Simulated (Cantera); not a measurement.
# Equilibrium for roasting and sulfation: FeS₂ + SO₃ + O₂

Charge: 1 mol FeS₂, 0.16 mol SO₃, 0.039 mol O₂, equilibrated at 0.790 bar.

Cantera equilibrium calculation (NASA polynomials, part measured and part estimated; ideal gas, pure solids and liquids). Candidate condensed phases: Fe, FeO, FeS, FeSO₄, FeS₂, Fe₂O₃, Fe₂(SO₄)₃, Fe₃O₄, S; 12 gas species. FeS: taken at fixed stoichiometry. Gases not in the tables: S₃ to S₇. The numbers say what is thermodynamically allowed, not how fast it happens.

```
T (K)  log p SO₂  log p S₂  log p S₂O  log p SO  log p S₈  log p S  n FeS(s)  n FeS₂(s)
-----  ---------  --------  ---------  --------  --------  -------  --------  ---------
950        -0.15     -1.08      -2.11     -4.86     -6.08    -9.30     0.189      0.811
1000       -0.52     -0.33      -1.74     -4.52     -4.12    -8.32      1.00          0
1050       -0.52     -0.33      -1.75     -4.22     -5.09    -7.79      1.00          0
1100       -0.52     -0.32      -1.76     -3.95     -5.97    -7.30      1.00          0
1150       -0.52     -0.32      -1.77     -3.70     -6.77    -6.85      1.00          0
1200       -0.52     -0.32      -1.77     -3.47     -7.50    -6.44      1.00          0
1250       -0.52     -0.32      -1.78     -3.25     -8.16    -6.06      1.00          0
1300       -0.52     -0.32      -1.79     -3.06     -8.78    -5.71      1.00          0
1350       -0.52     -0.32      -1.79     -2.88     -9.35    -5.39      1.00          0
1400       -0.52     -0.32      -1.80     -2.71     -9.87    -5.09      1.00          0
1450       -0.53     -0.33      -1.80     -2.56    -10.36    -4.81      1.00          0
```
log p: log10 of the partial pressure in bar; n: condensed amount in mol.

At 950 K the condensed part is FeS(s) + FeS₂(s). From 1000 K to 1450 K the condensed part is FeS(s).
